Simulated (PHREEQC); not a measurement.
Solution A (0.078 mol/kgw H2SO4, 0.00048 mol/kgw K2SO4 and 0.00079 mol/kgw CuSO4) is mixed with solution B (0.031 mol/kgw NaOH, 0.00022 mol/kgw NaAlO2 and 0.00093 mol/kgw (CH3)4NCl) at 25 °C; shares are by mass of water, 1 kg in all. Oxygen alone is held at its pressure in air (log pO2 = -0.68). The system is closed to CO2. Solids allowed: Gibbsite, Tenorite, Brochantite, Antlerite, Atacamite, Basaluminite, Halite, Mirabilite, Chalcanthite, AlumK. Others were left out.

Computed with PHREEQC (ion-association model, wateq4f.dat).

```
share of solution B     pH  Tenorite (mol)  Al(OH)4- (mol/kgw)  HSO4- (mol/kgw)  Cu+2 (mol/kgw)
-------------------  -----  --------------  ------------------  ---------------  --------------
0                     1.11               0                   0           0.0614        0.000534
0.1                   1.16               0                   0           0.0539        0.000477
0.2                   1.23               0                   0           0.0464        0.000420
0.3                   1.30               0                   0           0.0389        0.000364
0.4                   1.38               0                   0           0.0315        0.000309
0.5                   1.50               0                   0           0.0241        0.000255
0.6                    [?]               0                   0           0.0167             [?]
0.7                   1.89               0                   0          0.00940        0.000148
0.8                   2.52               0                   0          0.00218         9.70e-5
0.9                  12.00             [?]            0.000198         4.29e-13               0
1                    12.42               0            0.000220                0               0
```

Problem. What belongs in the gaps?

Solution. 
- 0.6, pH: 1.65
- 0.6, Cu+2 (mol/kgw): 0.000201
- 0.9, Tenorite (mol): 7.81e-5

(CH3)4N+ isn't in the database: it is added as a free cation with an ion size of 4 Å. The database's constant for dissolved Cu(OH)2 is higher than later reviews accept.
